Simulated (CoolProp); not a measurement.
R236FA along the isotherm 400 K: fugacity coefficient from the reference equation and from simpler models built on Tc = 398.1 K, pc = 3.191 MPa, ω = 0.377; each cubic takes its own stable root.

Model: reference Helmholtz-energy equation of state, Pan 2012, in CoolProp.

```json
[
 {"p (MPa)": "0.0252", "phase": "gas", "reference": "0.9973", "van der Waals": "0.9977", "Redlich-Kwong": "0.9973", "Soave-Redlich-Kwong": "0.9974"},
 {"p (MPa)": "0.037", "phase": "gas", "reference": "0.9960", "van der Waals": "0.9966", "Redlich-Kwong": "0.9961", "Soave-Redlich-Kwong": "0.9961"},
 {"p (MPa)": "0.0543", "phase": "gas", "reference": "0.9942", "van der Waals": "0.9950", "Redlich-Kwong": "0.9943", "Soave-Redlich-Kwong": "0.9943"},
 {"p (MPa)": "0.0798", "phase": "gas", "reference": "0.9915", "van der Waals": "0.9927", "Redlich-Kwong": "0.9916", "Soave-Redlich-Kwong": "0.9916"},
 {"p (MPa)": "0.117", "phase": "gas", "reference": "0.9875", "van der Waals": "0.9893", "Redlich-Kwong": "0.9877", "Soave-Redlich-Kwong": "0.9877"},
 {"p (MPa)": "0.172", "phase": "gas", "reference": "0.9816", "van der Waals": "0.9842", "Redlich-Kwong": "0.9819", "Soave-Redlich-Kwong": "0.9820"},
 {"p (MPa)": "0.252", "phase": "gas", "reference": "0.9731", "van der Waals": "0.9769", "Redlich-Kwong": "0.9736", "Soave-Redlich-Kwong": "0.9737"},
 {"p (MPa)": "0.37", "phase": "gas", "reference": "0.9606", "van der Waals": "0.9661", "Redlich-Kwong": "0.9613", "Soave-Redlich-Kwong": "0.9614"},
 {"p (MPa)": "0.543", "phase": "gas", "reference": "0.9424", "van der Waals": "0.9503", "Redlich-Kwong": "0.9434", "Soave-Redlich-Kwong": "0.9436"},
 {"p (MPa)": "0.798", "phase": "gas", "reference": "0.9157", "van der Waals": "0.9270", "Redlich-Kwong": "0.9172", "Soave-Redlich-Kwong": "0.9175"},
 {"p (MPa)": "1.17", "phase": "gas", "reference": "0.8772", "van der Waals": "0.8931", "Redlich-Kwong": "0.8793", "Soave-Redlich-Kwong": "0.8798"},
 {"p (MPa)": "1.72", "phase": "gas", "reference": "0.8207", "van der Waals": "0.8429", "Redlich-Kwong": "0.8239", "Soave-Redlich-Kwong": "0.8246"},
 {"p (MPa)": "2.52", "phase": "gas", "reference": "0.7384", "van der Waals": "0.7683", "Redlich-Kwong": "0.7434", "Soave-Redlich-Kwong": "0.7443"},
 {"p (MPa)": "3.7", "phase": "supercritical", "reference": "0.5958", "van der Waals": "0.6341", "Redlich-Kwong": "0.6057", "Soave-Redlich-Kwong": "0.6083"},
 {"p (MPa)": "5.43", "phase": "supercritical", "reference": "0.4439", "van der Waals": "0.4921", "Redlich-Kwong": "0.4603", "Soave-Redlich-Kwong": "0.4626"},
 {"p (MPa)": "7.98", "phase": "supercritical", "reference": "0.3402", "van der Waals": "0.3970", "Redlich-Kwong": "0.3598", "Soave-Redlich-Kwong": "0.3618"}
]
```
